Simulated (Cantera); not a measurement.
A jet of 2.49 % H2, 11.9 % O2, 85.6 % N2 at 300 K and 0.0987 atm hits a platinum plate 3.7 cm away at a mass flux of 0.068 kg/m²/s; the plate temperature is set and raised in steps from an oxygen-covered start.

Cantera simulation using Deutschmann's 1995 Pt surface mechanism with GRI-Mech 3.0 gas chemistry; the numbers are that mechanism's predictions, not measurements. Catalytic surfaces can have several steady states; this one follows from the mechanism file's or the stated starting coverage.

One state of this run: wall x H2 = 0.00177; wall x O2 = 0.0948; wall x H2O = 0.0437; wall x OH = <1e-8; θ free Pt = 0.102; θ O* = 0.896; θ OH* = 0.00215. x: mole fraction at the wall; θ: surface coverage.

Which value of plate T (K) does it belong to?
A) 700
B) 800
C) 750
D) 850

B, 800
